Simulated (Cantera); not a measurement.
What does this Cantera script print?

```python
import numpy as np
import cantera as ct

gas_names = """
    H HNO HNO2 HNO3 HO2 H2 H2O H2O2 N NH NH2 NH3 NH2OH NO NO2 NO3 N2 N2H2 N2H4 N2O O OH O2 O3 V VN VO
    VO2
""".split()
cond_names = """
    H2O(s) H2O(L) V(cr) V(L) VN(s) VO(s) VO(L) V2O3(s) V2O3(L) V2O4(I) V2O4(II) V2O4(L) V2O5(s) V2O5(L)
""".split()


# ... load() reads the species with a 1 bar reference pressure and builds the phases ...
atoms = {
    'V': {'V': 1},
    'N2O': {'N': 2, 'O': 1},
    'H2': {'H': 2},
}
top_T = {'VN(s)': 2300}  # K; cautious upper limits of use, not melting points


# ... equilibrate(T, P, feed) seeds the gas with the atoms and calls Mixture.equilibrate('TP', solver="vcs", rtol=1e-11, max_steps=5000) ...
results = []
P = 13332.2  # Pa
for T in [2075, 2125, 2175, 2225, 2275, 2325, 2375, 2425, 2475, 2525, 2575, 2625, 2675]:
    for m in [0.66, 3.3, 5.9, 8.5, 11, 14, 16]:
        feed = {'V': 1, 'N2O': m, 'H2': 120}  # mol
        mix = equilibrate(T, P, feed)
        results.append((T, P, feed, dict(zip(mix.species_names, mix.species_moles))))

for T, P, feed, n in results:
    print(f"{T:7g} {feed['N2O']:10.4g}  " + (" + ".join(c for c in cond_names if n.get(c, 0) > 1e-12) or "gas only"))
```

It prints:

```
   2075       0.66  V(cr) + VO(L)
   2075        3.3  VO(L)
   2075        5.9  V2O3(s)
   2075        8.5  V2O3(s)
   2075         11  V2O3(s)
   2075         14  V2O3(s)
   2075         16  V2O3(s)
   2125       0.66  V(cr) + VO(L)
   2125        3.3  VO(L)
   2125        5.9  VO(L)
   2125        8.5  V2O3(s)
   2125         11  V2O3(s)
   2125         14  V2O3(s)
   2125         16  V2O3(s)
   2175       0.66  V(cr) + VO(L)
   2175        3.3  VO(L)
   2175        5.9  VO(L)
   2175        8.5  VO(L)
   2175         11  V2O3(s)
   2175         14  V2O3(s)
   2175         16  V2O3(s)
   2225       0.66  V(L) + VO(L)
   2225        3.3  VO(L)
   2225        5.9  VO(L)
   2225        8.5  VO(L)
   2225         11  VO(L) + V2O3(s)
   2225         14  V2O3(s)
   2225         16  V2O3(s)
   2275       0.66  V(L) + VO(L)
   2275        3.3  VO(L)
   2275        5.9  VO(L)
   2275        8.5  VO(L)
   2275         11  VO(L)
   2275         14  V2O3(s)
   2275         16  V2O3(s)
   2325       0.66  V(L) + VO(L)
   2325        3.3  VO(L)
   2325        5.9  VO(L)
   2325        8.5  VO(L)
   2325         11  VO(L)
   2325         14  gas only
   2325         16  gas only
   2375       0.66  V(L) + VO(L)
   2375        3.3  VO(L)
   2375        5.9  VO(L)
   2375        8.5  VO(L)
   2375         11  gas only
   2375         14  gas only
   2375         16  gas only
   2425       0.66  V(L) + VO(L)
   2425        3.3  VO(L)
   2425        5.9  VO(L)
   2425        8.5  gas only
   2425         11  gas only
   2425         14  gas only
   2425         16  gas only
   2475       0.66  VO(L)
   2475        3.3  VO(L)
   2475        5.9  gas only
   2475        8.5  gas only
   2475         11  gas only
   2475         14  gas only
   2475         16  gas only
   2525       0.66  gas only
   2525        3.3  gas only
   2525        5.9  gas only
   2525        8.5  gas only
   2525         11  gas only
   2525         14  gas only
   2525         16  gas only
   2575       0.66  gas only
   2575        3.3  gas only
   2575        5.9  gas only
   2575        8.5  gas only
   2575         11  gas only
   2575         14  gas only
   2575         16  gas only
   2625       0.66  gas only
   2625        3.3  gas only
   2625        5.9  gas only
   2625        8.5  gas only
   2625         11  gas only
   2625         14  gas only
   2625         16  gas only
   2675       0.66  gas only
   2675        3.3  gas only
   2675        5.9  gas only
   2675        8.5  gas only
   2675         11  gas only
   2675         14  gas only
   2675         16  gas only
```

Equilibrium computed with Cantera from the NASA thermochemical tables; the gas is ideal and each condensed phase is pure. Each liquid is taken as pure. Mutual solubility and eutectic melting of coexisting phases are not modelled. VO: taken at fixed stoichiometry. Condensed phases not in the tables: the oxides between V2O3 and V2O5 other than VO2, V2N, N, O or C dissolved in the metal.
